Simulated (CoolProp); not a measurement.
A simple Rankine cycle with propylene: condensing at 296.15 K, boiler at 3.61 MPa, turbine inlet 353.5 K, turbine efficiency 0.8, pump efficiency 0.6, no recuperator. Each further row changes one setting.

Computed with CoolProp (reference Helmholtz-energy equation of state, Lemmon 2013).

```csv
case,thermal efficiency (%),net work (kJ/kg),heat in (kJ/kg),turbine exit temperature (K),volume ratio over the turbine
as stated,9.0,31.6,351,296.1,3.83
turbine inlet 373.5 K,9.8,40.8,[?],315.3,3.46
condensing temperature 288.15 K,10.4,38.4,371,288.2,4.73
boiler pressure 2.53 MPa,7.4,[?],404,[?],2.35
turbine efficiency 0.7,7.6,26.6,351,296.1,3.89
```

**Question.** Fill in the missing entries.

**Answer.** 
- turbine inlet 373.5 K, heat in (kJ/kg): 416
- boiler pressure 2.53 MPa, net work (kJ/kg): 30.1
- boiler pressure 2.53 MPa, turbine exit temperature (K): 314.9

The expansion ends wet for: as stated; condensing temperature 288.15 K; turbine efficiency 0.7.
